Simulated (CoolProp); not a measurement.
Vapour pressure (MPa) of n-heptane: the reference equation beside estimates from Tc = 541.2 K, pc = 2.774 MPa, ω = 0.349. Clausius-Clapeyron is anchored at 391.7 K with a constant enthalpy of vaporisation of 30.23 kJ/mol.

Model: reference Helmholtz-energy equation of state, Span 2003, in CoolProp. It is a short technical equation, of lower accuracy than the large ones.

| T (K) | reference | Lee-Kesler | Clausius-Clapeyron | van der Waals | Redlich-Kwong | Soave-Redlich-Kwong | Peng-Robinson |
|---|---|---|---|---|---|---|---|
| 353.9 | 0.05852 | 0.05749 | 0.06561 | 0.3891 | 0.1327 | 0.05759 | 0.05814 |
| 372.8 | 0.1052 | 0.1042 | 0.1105 | 0.5119 | 0.2114 | 0.1041 | 0.1042 |
| 391.7 | 0.1768 | 0.1764 | 0.1768 | 0.6577 | 0.3194 | 0.1762 | 0.1753 |
| 410.6 | 0.2815 | 0.2818 | 0.2711 | 0.8280 | 0.4619 | 0.2821 | 0.2794 |
| 429.5 | 0.4279 | 0.4292 | 0.4003 | 1.024 | 0.6439 | 0.4309 | 0.4256 |
| 448.4 | 0.6256 | 0.6278 | 0.5720 | 1.248 | 0.8704 | 0.6328 | 0.6243 |
| 467.3 | 0.8855 | 0.8880 | 0.7940 | 1.499 | 1.146 | 0.8984 | 0.8865 |
| 486.2 | 1.220 | 1.222 | 1.074 | 1.780 | 1.475 | 1.239 | 1.225 |
| 505.1 | 1.643 | 1.644 | 1.421 | 2.092 | 1.861 | 1.667 | 1.652 |

Absolute difference from the reference over all 9 rows, mean and median: Lee-Kesler 0.5 and 0.3 %, Clausius-Clapeyron 8.0 and 8.6 %, van der Waals 199.9 and 139.3 %, Redlich-Kwong 58.4 and 50.5 %, Soave-Redlich-Kwong 1.1 and 1.2 %, Peng-Robinson 0.6 and 0.5 %.
